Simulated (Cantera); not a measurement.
A freely propagating, adiabatic, planar premixed flame of CH4 : H2 : O2 : N2 = 1 : 1 : 2.75 : 10.3 (molar parts), unburnt at 375 K and 353 Torr; mixture-averaged transport, grid criteria slope 0.08 and curve 0.16, no radiation.

Detailed kinetics in Cantera: GRI-Mech 3.0 (53 species, 325 reactions). Burning velocities carry a grid error of a few per cent, more on coarse grids.

x: mole fraction of selected species; z is measured from the peak of heat release.

```csv
z (mm),T (K),u (m/s),x CH4,x H2,x O2,x CH2,x NO2,x C2H2
-1.93,375,0.994,0.0665,0.0662,0.183,<1e-8,<1e-8,<1e-8
-1.29,375,0.994,0.0665,0.0654,0.183,<1e-8,<1e-8,<1e-8
-0.966,377,0.997,0.0666,0.0639,0.183,<1e-8,<1e-8,<1e-8
-0.644,397,1.05,0.0663,0.0594,0.183,<1e-8,<1e-8,2.91e-8
-0.322,706,1.86,0.0553,0.0482,0.167,2.54e-7,<1e-8,1.70e-6
-0.161,(withheld),2.95,(withheld),(withheld),(withheld),(withheld),<1e-8,(withheld)
0,(withheld),4.07,(withheld),(withheld),(withheld),(withheld),<1e-8,(withheld)
0.161,1702,4.55,0.000977,0.0218,0.0534,9.05e-6,<1e-8,5.78e-6
0.322,1753,4.68,5.17e-5,0.0165,0.0414,6.29e-7,<1e-8,2.47e-7
0.644,1808,4.80,1.75e-7,0.0147,0.0351,<1e-8,<1e-8,<1e-8
1.29,1878,4.95,<1e-8,0.0138,0.0318,<1e-8,<1e-8,<1e-8
2.58,1961,5.15,<1e-8,0.0118,0.0290,<1e-8,<1e-8,<1e-8
5.15,2047,5.34,<1e-8,0.00904,0.0263,<1e-8,<1e-8,<1e-8
```

Some entries are withheld; supply them.


- -0.161, T (K): 1116
- -0.161, x CH4: 0.0347
- -0.161, x H2: 0.0411
- -0.161, x O2: 0.133
- -0.161, x CH2: 4.50e-6
- -0.161, x C2H2: 7.84e-6
- 0, T (K): 1525
- 0, x CH4: 0.00990
- 0, x H2: 0.0322
- 0, x O2: 0.0850
- 0, x CH2: 2.84e-5
- 0, x C2H2: 2.09e-5
